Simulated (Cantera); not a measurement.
Charge: 1 mol TiO2, 370 mol H2, equilibrated at 10.0 mbar.

Equilibrium computed with Cantera from the NASA thermochemical tables; the gas is ideal and each condensed phase is pure. Candidate condensed phases: H2O, Ti, TiO, TiO2, Ti2O3, Ti3O5, Ti4O7; 12 gas species. The numbers say what is thermodynamically allowed, not how fast it happens.

What share of the Ti ends up in condensed phases as a function of T (K), at 1850, 1900, 1950, 2000, 2050, 2100, 2150, 2200?


| T (K) | Ti condensed (%) | as |
|---|---|---|
| 1850 | 99.9 | Ti2O3(s) |
| 1900 | 99.8 | Ti2O3(s) |
| 1950 | 99.5 | Ti2O3(s) |
| 2000 | 98.6 | Ti2O3(s) |
| 2050 | 96.5 | Ti2O3(s) |
| 2100 | 91.6 | Ti2O3(s) |
| 2150 | 81.9 | Ti2O3(l) |
| 2200 | 64.0 | Ti2O3(l) |
